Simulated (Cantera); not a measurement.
Input (Python, Cantera):

```python
import numpy as np
import cantera as ct

gas = ct.Solution("gri30.yaml")
gas.TPX = 1800, 51, {'C2H6': 1, 'N2': 46}
inlet = ct.Reservoir(gas, clone=True)

reactor = ct.IdealGasConstPressureReactor(gas, energy="off", clone=False)
exhaust = ct.Reservoir(gas, clone=True)
tau = [2.1, 0.81, 0.32, 0.12, 0.048, 0.019, 0.0074, 0.0029, 0.0011, 0.00044][0]
for a, b in ((inlet, reactor), (reactor, exhaust)):
    ct.MassFlowController(a, b, mdot=lambda t: reactor.mass / tau)
net = ct.ReactorNet([reactor])
show = ['C2H6', 'CH4', 'C2H4', 'C2H', 'H']

rows = []
print(f"{'tau/s':>10s}{'T/K':>9s}" + "".join(f"{s:>11s}" for s in show))
for tau in [2.1, 0.81, 0.32, 0.12, 0.048, 0.019, 0.0074, 0.0029, 0.0011, 0.00044]:
    net.initial_time = 0.0
    net.advance(30 * tau)
    before = gas.X
    net.advance(40 * tau)
    drift = np.max(np.abs(gas.X - before) / (gas.X + 1e-9))
    rows.append([gas.T, *gas[show].X, drift])
    print(f"{tau:10.3e}{gas.T:9.1f}" + "".join(f"{x:11.3e}" for x in gas[show].X))
```

Result:

```
     tau/s      T/K       C2H6        CH4       C2H4        C2H          H
 2.100e+00   1800.0  4.768e-05  2.030e-03  3.157e-04  4.341e-06  9.664e-04
 8.100e-01   1800.0  1.187e-04  2.711e-03  6.985e-04  4.840e-06  1.073e-03
 3.200e-01   1800.0  2.861e-04  3.362e-03  1.432e-03  5.336e-06  1.193e-03
 1.200e-01   1800.0  7.190e-04  3.769e-03  2.797e-03  5.617e-06  1.309e-03
 4.800e-02   1800.0  1.684e-03  3.519e-03  4.534e-03  5.177e-06  1.356e-03
 1.900e-02   1800.0  3.883e-03  2.471e-03  5.705e-03  3.526e-06  1.257e-03
 7.400e-03   1800.0  8.294e-03  1.125e-03  4.406e-03  1.152e-06  9.264e-04
 2.900e-03   1800.0  1.413e-02  3.223e-04  1.499e-03  5.952e-08  4.431e-04
 1.100e-03   1800.0  1.833e-02  6.352e-05  1.455e-04  6.569e-11  8.566e-05
 4.400e-04   1800.0  2.005e-02  1.144e-05  8.184e-06  3.154e-14  9.326e-06
```

Cantera simulation using GRI-Mech 3.0 (53 species, 325 reactions); the numbers are that mechanism's predictions, not measurements. GRI-Mech 3.0 stops at C3 and has no aromatics, soot or wall deposition, so with more carbon than oxygen in the feed, carbon stays in small species such as C2H2 where larger ones or solid carbon would form. Radical loss at walls, strong at low pressure, is not modelled.
